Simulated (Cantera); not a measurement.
Feed: 1 mol Si, 3.8 mol HCl, 1.8 mol H₂, at 1298 K and 1.00 bar.

Method: chemical equilibrium by Gibbs-energy minimisation in Cantera with the NASA 1993 tables (ideal gas, pure condensed phases). Candidate condensed phases: Si; 19 gas species. The tables' values for SiCl₃ are old estimates; treat these amounts as uncertain. The numbers say what is thermodynamically allowed, not how fast it happens.

Base state: H₂ 0.715, SiCl₄ 0.117, HCl 0.0745, SiHCl₃ 0.0508, SiCl₂ 0.0199, SiCl₃ 0.0197, SiH₂Cl₂ 0.00310, SiH₃Cl 5.32e-5 (mole fractions); condensed: gas only.

**Question.** What changes in the equilibrium state with this change: temperature from 1298 K to 623 K?

**Answer.** 
| species | before | after |
|---|---|---|
| H₂ | 0.715 | 0.782 |
| SiCl₄ | 0.117 | 0.174 |
| SiHCl₃ | 0.0508 | 0.0425 |
| HCl | 0.0745 | 0.000149 |
| SiCl₂ | 0.0199 | <1e-9 |
| SiCl₃ | 0.0197 | 3.38e-7 |
| SiH₃Cl | 5.32e-5 | 1.46e-6 |
| SiH₂Cl₂ | 0.00310 | 0.000557 |
